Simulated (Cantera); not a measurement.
Charge: 1 mol C2F6, 0.015 mol CH4, 0.077 mol H2, held at 170 Pa.

Method: chemical equilibrium by Gibbs-energy minimisation in Cantera with the NASA 1993 tables (ideal gas, pure condensed phases). Candidate condensed phases: C, C6H6, C7H8, C8H18; 95 gas species. The feed counts by its element totals alone. Equilibrium is a limit: real reactors are often held back by kinetics, nucleation or transport.

Which condensed phases are stable at each of these points (T (K)): 2650, 2700, 2750, 2800, 2850, 2900, 2950, 3000, 3050, 3100?


| T (K) | condensed phases | C condensed (%) |
|---|---|---|
| 2650 | C(graphite) | 69.9 |
| 2700 | C(graphite) | 69.0 |
| 2750 | C(graphite) | 64.7 |
| 2800 | C(graphite) | 55.5 |
| 2850 | C(graphite) | 37.8 |
| 2900 | C(graphite) | 5.2 |
| 2950 | gas only | 0.0 |
| 3000 | gas only | 0.0 |
| 3050 | gas only | 0.0 |
| 3100 | gas only | 0.0 |

From 2650 K to 2900 K the condensed part is C(graphite). From 2950 K to 3100 K nothing is condensed.
